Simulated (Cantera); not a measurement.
Input: 1 mol Si(CH₃)₄, 0.42 mol C₂H₄, 1100 mol H₂, at 2598 K and 750 Torr.

Cantera equilibrium calculation (NASA polynomials, part measured and part estimated; ideal gas, pure solids and liquids). Candidate condensed phases: C, C₆H₆, C₇H₈, C₈H₁₈, Si, SiC; 87 gas species. Gases not in the tables: Si₂H₆ and higher silanes. Equilibrium is a limit: real reactors are often held back by kinetics, nucleation or transport.

Base state: H₂ 0.960, H 0.0373, C₂H₂ (acetylene) 0.00206, Si 0.000613, SiH 0.000137, SiH₂ 8.79e-5, CH₄ 4.34e-5, CH₃ 2.96e-5 (mole fractions); condensed: gas only.

**Question.** What changes in the equilibrium state with this change: temperature from 2598 K to 1975 K?

**Answer.** 
```
species             before     after
----------------  --------  --------
H₂                   0.960     0.998
H                   0.0373   0.00137
C₂H₂ (acetylene)   0.00206  0.000648
SiH₂               8.79e-5   4.58e-6
SiC₂               2.78e-5   5.94e-8
Si                0.000613   1.61e-6
C(graphite), mol         0      1.89
SiC(s), mol              0     0.992
```
